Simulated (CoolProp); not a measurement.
A single-stage vapour-compression cycle with R142b: evaporating at 241.15 K (dew point), condensing at 266.15 K (bubble point), superheat 5 K, subcooling 8 K, compressor efficiency 0.8, no pressure losses. Each further row changes one setting.

Model: reference Helmholtz-energy equation of state, Lemmon 2006, in CoolProp. It is a short technical equation, of lower accuracy than the large ones.

```tsv
case	cooling COP	pressure ratio	discharge temperature (K)	refrigerating effect (kJ/kg)	volumetric capacity (kJ/m³)
as stated	7.43	3.05	286.1	219	396
evaporating temperature 246.15 K	9.62	2.39	282.6	___	___
condensing temperature 261.15 K	___	___	278.7	225	407
subcooling 13 K	7.63	3.05	286.1	225	407
superheat 15 K	7.37	3.05	___	227	___
compressor efficiency 0.7	___	3.05	291.1	219	396
```

Task: Complete the blanks.

Result: 
- evaporating temperature 246.15 K, refrigerating effect (kJ/kg): 222
- evaporating temperature 246.15 K, volumetric capacity (kJ/m³): 505
- condensing temperature 261.15 K, cooling COP: 9.42
- condensing temperature 261.15 K, pressure ratio: 2.49
- superheat 15 K, discharge temperature (K): 296.6
- superheat 15 K, volumetric capacity (kJ/m³): 393
- compressor efficiency 0.7, cooling COP: 6.50
